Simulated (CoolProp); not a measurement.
Vapour pressure (MPa) of hexamethyldisiloxane (MM): the reference equation beside estimates from Tc = 245.6 °C, pc = 1.931 MPa, ω = 0.418. Clausius-Clapeyron is anchored at 74.35 °C with a constant enthalpy of vaporisation of 33.44 kJ/mol.

Computed with CoolProp (reference Helmholtz-energy equation of state, Thol 2016).

| T (°C) | reference | Lee-Kesler | Clausius-Clapeyron | van der Waals | Soave-Redlich-Kwong |
|---|---|---|---|---|---|
| 32.45 | 0.008043 | 0.007896 | 0.009044 | 0.1509 | 0.007969 |
| 53.45 | 0.02022 | [?] | 0.02108 | 0.2204 | 0.02005 |
| 74.35 | 0.04421 | 0.04399 | 0.04421 | 0.3083 | 0.04400 |
| 95.25 | 0.08676 | 0.08689 | 0.08524 | 0.4167 | [?] |
| 116.15 | 0.1561 | 0.1571 | 0.1532 | 0.5473 | 0.1573 |
| 137.15 | 0.2625 | 0.2650 | 0.2599 | 0.7025 | 0.2662 |
| 158.05 | [?] | 0.4204 | 0.4179 | 0.8821 | 0.4243 |
| 178.95 | 0.6295 | 0.6361 | 0.6432 | 1.088 | 0.6448 |
| 199.85 | 0.9183 | 0.9272 | 0.9529 | 1.321 | 0.9416 |
| 220.85 | 1.304 | 1.315 | 1.368 | 1.584 | 1.332 |

**Question.** Fill in the missing entries.

**Answer.** 
- 53.45, Lee-Kesler: 0.01998
- 95.25, Soave-Redlich-Kwong: 0.08683
- 158.05, reference: 0.4160

Absolute difference from the reference over all 10 rows, mean and median: Lee-Kesler 0.9 and 1.0 %, Clausius-Clapeyron 3.3 and 2.0 %, van der Waals 441.2 and 209.1 %, Soave-Redlich-Kwong 1.4 and 1.2 %.
